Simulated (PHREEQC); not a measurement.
Model water analysis in mg/kgw, 10 °C, pH 8.62:

```json
[
 {"constituent": "Na", "mg/kgw": "13200"},
 {"constituent": "K", "mg/kgw": "518"},
 {"constituent": "Ca", "mg/kgw": "259"},
 {"constituent": "Mg", "mg/kgw": "830"},
 {"constituent": "Cl", "mg/kgw": "23900"},
 {"constituent": "S(6) as SO4", "mg/kgw": "1380"},
 {"constituent": "Alkalinity as HCO3", "mg/kgw": "21.5"},
 {"constituent": "Li", "mg/kgw": "0.916"}
]
```

Cl is adjusted to close the charge balance.
Valence states are taken as typed.

Equilibrium calculation in PHREEQC: Pitzer model, pitzer.dat.

Q: The ionic strength comes out as 0.724 mol/kgw. What activity coefficients do Li+, Mg+2, SO4-2, Cl-, OH- get?

A: Li+ 0.81, Mg+2 0.28, SO4-2 0.084, Cl- 0.62, OH- 0.54. Single-ion values are on the MacInnes scale.

This is a speciation only: nothing precipitates in the calculation. Saturation is exceeded, for instance for Magnesite (slow to form); the values hold only as long as no solid forms. Away from 25 °C the constants follow the database's enthalpies or fits; those with neither stay at their 25 °C values.
